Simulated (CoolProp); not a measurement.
Computed with CoolProp (reference Helmholtz-energy equation of state, Lemmon 2005). It is a short technical equation, of lower accuracy than the large ones.

### Question
For isobutene, give the phase and the density (kg/m³), cp (kJ/(kg K)), fugacity coefficient at -40.85 °C and 101 kPa; 1.05 °C and 101 kPa; 13.05 °C and 101 kPa.

### Answer
- -40.85 °C and 101 kPa: liquid; density 664, cp 2.10, fugacity coefficient 0.210
- 1.05 °C and 101 kPa: gas; density 2.58, cp 1.56, fugacity coefficient 0.963
- 13.05 °C and 101 kPa: gas; density 2.46, cp 1.59, fugacity coefficient 0.969
